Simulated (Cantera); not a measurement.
Charge: 1 mol Fe₂O₃, 2.1 mol Cl₂, 17 mol O₂, held at 13.3 mbar.

Cantera equilibrium calculation (NASA polynomials, part measured and part estimated; ideal gas, pure solids and liquids). Candidate condensed phases: Fe, FeCl₂, FeCl₃, FeO, Fe₂O₃, Fe₃O₄; 13 gas species. Rates play no part.

log p: log10 of the partial pressure in bar; n: condensed amount in mol.

```csv
T (K),log p O₂,log p Cl₂,log p FeCl₂,log p Cl,log p FeCl₃,n Fe₂O₃(s)
1050,-1.93,-2.85,-5.66,-4.52,-4.91,0.990
1100,-1.93,-2.86,-5.10,-4.25,-4.61,0.977
1150,-1.93,-2.88,-4.60,-4.00,-4.35,0.950
1200,-1.93,-2.92,-4.17,-3.79,-4.14,0.899
1250,-1.93,-3.00,-3.80,-3.61,-4.01,…
1300,-1.93,-3.11,-3.52,-3.46,-3.95,…
1350,-1.93,-3.27,-3.31,-3.36,-3.99,…
1400,-1.93,-3.48,-3.17,-3.29,-4.11,…
1450,-1.93,-3.72,-3.09,-3.24,-4.29,…
1500,-1.93,-3.97,-3.05,-3.22,-4.50,…
```

**Question.** Fill in the missing entries.

**Answer.** 
- 1250, n Fe₂O₃(s): 0.813
- 1300, n Fe₂O₃(s): 0.692
- 1350, n Fe₂O₃(s): 0.554
- 1400, n Fe₂O₃(s): 0.428
- 1450, n Fe₂O₃(s): 0.336
- 1500, n Fe₂O₃(s): 0.279
